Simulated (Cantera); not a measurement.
A perfectly stirred reactor is fed with CH₄ : O₂ : N₂ = 1 : 2.78 : 10.4 (molar parts), at 10.0 bar; it is adiabatic with a 575 K inlet, and is followed from long to short residence time, starting on the burning branch (τ in s: 0.047, 0.02, 0.0088, 0.0038, 0.0017, 0.00072, 0.00031, 0.00013, 5.8e-05, 2.5e-05, 1.1e-05).

Cantera simulation using GRI-Mech 3.0 (53 species, 325 reactions); the numbers are that mechanism's predictions, not measurements.

### Question
What does this change do: pressure from 10.0 bar to 0.470 bar?

### Answer
| quantity | before | after |
|---|---|---|
| blow-out, bracketed by the residence times tried | burning at 58.0 µs, out at 25.0 µs | burning at 0.130 ms, out at 58.0 µs |
| x(CH₄) at τ = 47.0 ms | 2.01e-6 | 1.01e-5 |
| x(O₂) at τ = 47.0 ms | 0.0545 | 0.0551 |
| x(C₂H₂) at τ = 47.0 ms | 1.26e-10 | 4.10e-10 |
| x(HO₂) at τ = 47.0 ms | 3.14e-6 | 1.72e-6 |
| x(H) at τ = 47.0 ms | 1.03e-5 | 0.000341 |
| x(CH₄) at τ = 0.720 ms | 7.04e-5 | 0.000230 |
| x(O₂) at τ = 0.720 ms | 0.0556 | 0.0618 |
| x(C₂H₂) at τ = 0.720 ms | 6.22e-8 | 1.50e-8 |
| x(HO₂) at τ = 0.720 ms | 8.56e-6 | 1.05e-5 |
| x(H) at τ = 0.720 ms | 6.89e-5 | 0.00587 |
